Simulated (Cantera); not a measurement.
Charge: 1 mol AlN, 7.3 mol H2, held at 875 °C and 2.20 mbar.

Cantera equilibrium calculation (NASA polynomials, part measured and part estimated; ideal gas, pure solids and liquids). Candidate condensed phases: Al, AlN; 13 gas species. Kinetics and transport are ignored.

Base state: H2 1.000 (mole fractions); condensed: AlN(s).

Problem. What changes in the equilibrium state with this change: temperature from 875 °C to 1700 °C?

Solution. 
```
species       before    after
-----------  -------  -------
H2             1.000    0.806
Al           2.29e-9    0.111
N2           1.52e-9   0.0561
H            1.53e-6   0.0258
AlH            <1e-9  0.00139
AlN(s), mol     1.00        0
```
